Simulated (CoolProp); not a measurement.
Vapour pressure (bar) of octamethylcyclotetrasiloxane (D4): the reference equation beside estimates from Tc = 586.5 K, pc = 13.47 bar, ω = 0.598.

Model: reference Helmholtz-energy equation of state, Thol 2015, in CoolProp.

```tsv
T (K)	reference	Lee-Kesler	van der Waals	Soave-Redlich-Kwong
444.1	0.8957	0.8938	3.985	0.8987
455	1.180	1.178	4.473	1.187
465.8	1.527	1.524	4.993	1.539
476.7	1.951	1.948	5.555	1.972
487.6	2.461	2.457	6.156	2.494
498.5	3.067	3.064	6.795	3.117
509.4	3.781	3.780	7.474	3.852
520.3	4.618	4.619	8.194	4.713
531.2	5.590	5.597	8.955	5.714
542	6.706	6.720	9.750	6.856
```

Absolute difference from the reference over all 10 rows, mean and median: Lee-Kesler 0.1 and 0.2 %, van der Waals 158.8 and 135.8 %, Soave-Redlich-Kwong 1.4 and 1.5 %.
